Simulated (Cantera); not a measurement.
# MgO + H2S + O2 (roasting and sulfation)

Input: 1 mol MgO, 0.15 mol H2S, 0.1 mol O2, at 852 °C and 0.390 bar.

Equilibrium computed with Cantera from the NASA thermochemical tables; the gas is ideal and each condensed phase is pure. Candidate condensed phases: H2O, H2SO4, Mg, MgO, Mg(OH)2, MgS, MgSO4, S; 26 gas species. Gases not in the tables: S3 to S7. The numbers say what is thermodynamically allowed, not how fast it happens.

| Item | Value |
|---|---|
| x(H2O) | 0.543 |
| x(S2) | 0.192 |
| x(SO2) | 0.157 |
| x(H2S) | 0.0947 |
| x(H2) | 0.00849 |
| x(S2O) | 0.00503 |
| x(SO) | 0.000111 |
| x(SH) | 8.96e-5 |
| n(MgO(s)) | 1.00 mol |
| gas amount | 0.2322 mol |
| log10 activity of S(l) (absent) | -1.22 |
| log10 activity of Mg(l) (absent) | -15.41 |
